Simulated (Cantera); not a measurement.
A Cantera script and its output.

```python
import numpy as np
import cantera as ct

gas = ct.Solution("h2o2.yaml")
gas.TPX = 950, 38000, {'H2': 1, 'O2': 0.294, 'N2': 1.11}
reactor = ct.IdealGasReactor(gas, energy="on", clone=False)
net = ct.ReactorNet([reactor])
net.rtol, net.atol = 1e-08, 1e-16
show = ['H2', 'O2', 'OH', 'H2O2', 'HO2', 'H2O']
times = np.geomspace(4e-06, 2, 12)

steps = ct.SolutionArray(gas, extra=["t"])
rows = []
print(f"{'t/s':>10s}{'T/K':>9s}{'P/Pa':>11s}" + "".join(f"{s:>11s}" for s in show))
for t in times:
    while net.time < t:
        t_next = net.step()
        steps.append(gas.state, t=t_next)
    rows.append([np.interp(t, steps.t, y) for y in (steps.T, steps.P, *steps(*show).X.T)])
    print(f"{t:10.3e}{rows[-1][0]:9.1f}{rows[-1][1]:11.4g}" + "".join(f"{x:11.3e}" for x in rows[-1][2:]))
rate = np.gradient(steps.T, steps.t)
print("integrator steps:", len(steps.t))
if steps.T.max() > steps.T[0] + 200:
    print(f"time of steepest temperature rise: {steps.t[rate.argmax()]:.4e} s")
gas.TPX = 950, 38000, {'H2': 1, 'O2': 0.294, 'N2': 1.11}
gas.equilibrate("UV")
print(f"equilibrium (UV): T = {gas.T:.1f} K  " + "  ".join(f"{s} {gas[s].X[0]:.3e}" for s in show))
```

Result:

```
       t/s      T/K       P/Pa         H2         O2         OH       H2O2        HO2        H2O
 4.000e-06    950.0    3.8e+04  4.160e-01  1.223e-01  1.382e-13  1.749e-15  1.378e-11  5.117e-13
 1.319e-05    950.0    3.8e+04  4.160e-01  1.223e-01  6.459e-13  1.996e-14  4.897e-11  8.248e-12
 4.347e-05    950.0    3.8e+04  4.160e-01  1.223e-01  3.141e-12  2.576e-13  2.098e-10  1.272e-10
 1.433e-04    950.0    3.8e+04  4.160e-01  1.223e-01  3.299e-11  5.731e-12  2.004e-09  3.168e-09
 4.725e-04    950.0    3.8e+04  4.160e-01  1.223e-01  1.354e-08  2.832e-09  7.728e-07  1.642e-06
 1.558e-03   2774.0  9.984e+04  1.834e-01  7.736e-04  1.239e-02  8.554e-08  6.510e-07  2.565e-01
 5.136e-03   2774.5  9.985e+04  1.835e-01  7.715e-04  1.238e-02  8.550e-08  6.498e-07  2.566e-01
 1.693e-02   2774.5  9.985e+04  1.835e-01  7.715e-04  1.238e-02  8.550e-08  6.498e-07  2.566e-01
 5.582e-02   2774.5  9.985e+04  1.835e-01  7.715e-04  1.238e-02  8.550e-08  6.498e-07  2.566e-01
 1.840e-01   2774.5  9.985e+04  1.835e-01  7.715e-04  1.238e-02  8.550e-08  6.498e-07  2.566e-01
 6.067e-01   2774.5  9.985e+04  1.835e-01  7.715e-04  1.238e-02  8.550e-08  6.498e-07  2.566e-01
 2.000e+00   2774.5  9.985e+04  1.835e-01  7.715e-04  1.238e-02  8.550e-08  6.498e-07  2.566e-01
integrator steps: 1323
time of steepest temperature rise: 9.0141e-04 s
equilibrium (UV): T = 2774.5 K  H2 1.835e-01  O2 7.715e-04  OH 1.238e-02  H2O2 8.550e-08  HO2 6.498e-07  H2O 2.566e-01
```

Detailed kinetics in Cantera: the H2/O2 subset of GRI-Mech 3.0, which has no nitrogen chemistry.
